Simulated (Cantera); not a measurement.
Input: 1 mol borazine, 0.22 mol NH3, 0.12 mol H2, at 1.33 mbar.

Cantera equilibrium calculation (NASA polynomials, part measured and part estimated; ideal gas, pure solids and liquids). Candidate condensed phases: B, BN; 15 gas species. The feed counts by its element totals alone. Mutual solubility and eutectic melting of coexisting phases are not modelled. Rates play no part.

Which condensed phases are stable at each of these points (T (°C)): 1202, 1302, 1402, 1502, 1602, 1702, 1802, 1902, 2002?


```
T (°C)  condensed phases  B condensed (%)
------  ----------------  ---------------
1202               BN(s)            100.0
1302               BN(s)            100.0
1402               BN(s)            100.0
1502               BN(s)            100.0
1602               BN(s)            100.0
1702        B(s) + BN(s)             99.9
1802        B(s) + BN(s)             99.9
1902                B(s)             99.6
2002                B(s)             98.7
```

From 1202 °C to 1602 °C the condensed part is BN(s). From 1702 °C to 1802 °C the condensed part is B(s) + BN(s). From 1902 °C to 2002 °C the condensed part is B(s).
